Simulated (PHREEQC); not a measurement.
Make-up at 10 °C: 0.0071 mol/kgw HF, 7.4e-05 mol/kgw NaF and 9e-06 mol/kgw H4SiO4. It is in equilibrium with CO2 at log p = -3.4 (atm). Otherwise closed; pH follows from the charge balance.

Equilibrium calculation in PHREEQC: ion-association model, phreeqc.dat.

Task: The ionic strength comes out as 0.00223 mol/kgw. What activity coefficients do SiF6-2, H+, Na+, HF2-, F- get?

Result: SiF6-2 0.82, H+ 0.95, Na+ 0.95, HF2- 0.95, F- 0.95.

Precipitation was switched off in this run. Species that the database lacks are ignored. At this temperature some constants are extrapolated from 25 °C, and those without enthalpy data are left unchanged. SiF6-2 is the database's only silicon fluoride.
